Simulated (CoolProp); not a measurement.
CF4 (R14) along the isobar 8.55 MPa: fugacity coefficient from the reference equation and from simpler models built on Tc = 227.4 K, pc = 3.762 MPa, ω = 0.178; each cubic takes its own stable root.

Computed with CoolProp (reference Helmholtz-energy equation of state, Platzer 1990). This equation is an older, rougher fit; its heat capacities, sound speeds and derivatives of the liquid may be far off and weren't checked against measurements.

```csv
T (K),phase,reference,Redlich-Kwong,Soave-Redlich-Kwong,Peng-Robinson
173.4,liquid,0.07604,0.09422,0.07760,0.07349
213.9,liquid,0.2742,0.2933,0.2830,0.2666
254.4,supercritical,0.5412,0.5315,0.5545,0.5235
294.9,supercritical,0.7253,0.7012,0.7422,0.7040
335.4,supercritical,0.8329,0.8030,0.8526,0.8140
375.9,supercritical,0.9026,0.8681,0.9216,0.8852
416.5,supercritical,0.9503,0.9118,0.9663,0.9328
457,supercritical,0.9837,0.9419,0.9956,0.9652
497.5,supercritical,1.008,0.9632,1.015,0.9876
```
